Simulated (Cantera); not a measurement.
Input (Python, Cantera) and output of one run.

```python
import numpy as np
import cantera as ct

gas_names = """
    H H2 N NH NH2 NH3 N2 N2H2 N2H4 Si SiH SiH2 SiH3 SiH4 SiN Si2 Si2N Si3
""".split()
cond_names = """
    Si(cr) Si(L) Si3N4(a)
""".split()


# ... load() reads the species with a 1 bar reference pressure and builds the phases ...
atoms = {
    'SiH4': {'Si': 1, 'H': 4},
    'N2': {'N': 2},
    'H2': {'H': 2},
}
top_T = {'Si3N4(a)': 2400}  # K; cautious upper limits of use, not melting points


# ... equilibrate(T, P, feed) seeds the gas with the atoms and calls Mixture.equilibrate('TP', solver="vcs", rtol=1e-11, max_steps=5000) ...
results = []
feed = {'SiH4': 1, 'N2': 11, 'H2': 23}  # mol
P = 1800  # Pa
for T in [1848, 1898, 1948, 1998, 2048, 2098, 2148]:
    mix = equilibrate(T, P, feed)
    results.append((T, P, feed, dict(zip(mix.species_names, mix.species_moles))))

top = {s: max(r[3][s] / sum(r[3][g] for g in gas_names) for r in results) for s in gas_names}
cols = sorted((s for s in top if top[s] > 0.0001), key=lambda s: -top[s])[:5]
seen = [c for c in cond_names if any(r[3].get(c, 0) > 1e-12 for r in results)]
print("log10 of partial pressures in bar; condensed amounts in mol")
print(f"{'T/K':>10s}" + "".join(f"{s[:9]:>10s}" for s in cols + seen))
for T, P, feed, n in results:
    ng = sum(n[g] for g in gas_names)
    print(f"{T:10.4g}" + "".join(f"{np.log10(max(n[s] / ng * P / 1e5, 1e-99)):10.3f}" for s in cols)
          + "".join(f"{n.get(c, 0):10.4g}" for c in seen))
```

Output:

```
log10 of partial pressures in bar; condensed amounts in mol
       T/K        H2        N2         H        Si       SiH     Si(L)
      1848    -1.905    -2.261    -4.228    -5.203    -6.156    0.9833
      1898    -1.906    -2.261    -4.060    -4.911    -5.923    0.9686
      1948    -1.907    -2.262    -3.901    -4.634    -5.702    0.9424
      1998    -1.910    -2.263    -3.750    -4.371    -5.493    0.8969
      2048    -1.913    -2.265    -3.606    -4.122    -5.294    0.8195
      2098    -1.917    -2.267    -3.470    -3.884    -5.106     0.691
      2148    -1.923    -2.271    -3.342    -3.658    -4.928    0.4812
```

These are equilibrium values from Cantera (NASA tables, ideal gas, pure condensed phases), not measurements of a reactor. The tables' values for SiN are old estimates; treat these amounts as uncertain. Gases not in the tables: Si2H6 and higher silanes.
